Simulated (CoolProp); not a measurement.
Vapour-liquid equilibrium of o-xylene (1) + n-decane (2) at 297.75 °C; x and y are mole fractions of (1).

Values from CoolProp's multi-fluid Helmholtz-energy mixture model, Zhou 2012 and Lemmon 2006; pair parameters Bell 2016.

| x | bubble pressure (bar) | y at the bubble point | dew pressure at overall composition x (bar) | liquid density (mol/L) |
|---|---|---|---|---|
| 0.05 | 11.19 | 0.064 | 11.12 | 3.255 |
| 0.2 | 12.10 | 0.248 | 11.85 | 3.488 |
| 0.35 | 13.07 | 0.417 | 12.67 | 3.750 |
| 0.5 | 14.08 | 0.571 | 13.60 | 4.047 |
| 0.65 | 15.14 | 0.713 | 14.65 | 4.386 |
| 0.8 | 16.24 | 0.843 | 15.86 | 4.776 |
| 0.95 | 17.38 | 0.963 | 1.521 | 5.229 |

No azeotrope shows between x = 0.05 and 0.95.

Pair parameters are fitted to limited data, so mixtures are less certain than the pure fluids.
